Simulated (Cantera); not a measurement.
## Equilibrium for abatement and gas-phase synthesis: H2S + SO2 + H2

Input: 1 mol H2S, 0.019 mol SO2, 5.2 mol H2, at 2873.15 K.

Method: chemical equilibrium by Gibbs-energy minimisation in Cantera with the NASA 1993 tables (ideal gas, pure condensed phases). Candidate condensed phases: H2O, H2SO4, S; 19 gas species. The ideal-gas law is rough above about 30 bar. Rates play no part.

```tsv
P (Pa)	x H	x H2	x H2S	x S	x SH	x S2
10	0.913	0.00754	3.79e-8	0.0761	0.000105	1.97e-5
120	0.839	0.0765	4.81e-6	0.0796	0.00121	0.000258
1400	0.535	0.362	0.000288	0.0862	0.00977	0.00353
17000	0.209	0.674	0.00434	0.0574	0.0310	0.0190
210000	0.0654	0.813	0.0231	0.0206	0.0428	0.0301
2500000	0.0193	0.841	0.0700	0.00505	0.0369	0.0216
30000000	0.00554	0.834	0.128	0.000779	0.0196	0.00617
```
x: gas mole fraction; nothing condenses.

From 10.0 Pa to 300 bar nothing is condensed.
